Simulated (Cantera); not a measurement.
Input: 1 mol Al, 0.88 mol N2, 600 mol H2, equilibrated at 1650 °C and 750 Torr.

Method: chemical equilibrium by Gibbs-energy minimisation in Cantera with the NASA 1993 tables (ideal gas, pure condensed phases). Candidate condensed phases: Al, AlN; 13 gas species. Rates play no part.

Base state: H2 0.998, H 0.000942, N2 0.000742, Al 0.000165, AlH 5.50e-5 (mole fractions); condensed: AlN(s).

Q: What changes in the equilibrium state with this change: temperature from 1650 °C to 1725 °C?

A: 
```csv
species,before,after
H2,0.998,0.997
H,0.000942,0.00160
N2,0.000742,0.00103
Al,0.000165,0.000618
AlH,5.50e-5,0.000173
"AlN(s), mol",0.868,0.524
```
